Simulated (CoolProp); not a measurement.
Neopentane at 298.15 K and 1.89 MPa is throttled through a valve to 0.189 MPa with no heat exchange. Each further row changes one setting.

Computed with CoolProp (reference Helmholtz-energy equation of state, Lemmon 2006). It is a short technical equation, of lower accuracy than the large ones.

| case | temperature change (K) | final phase | final density (kg/m³) |
|---|---|---|---|
| as stated | +0.6 | liquid | 584 |
| outlet pressure 0.0567 MPa | -30.6 | two-phase, vapour fraction 0.212 | 8.83 |
| outlet pressure 0.246 MPa | +0.5 | liquid | 584 |
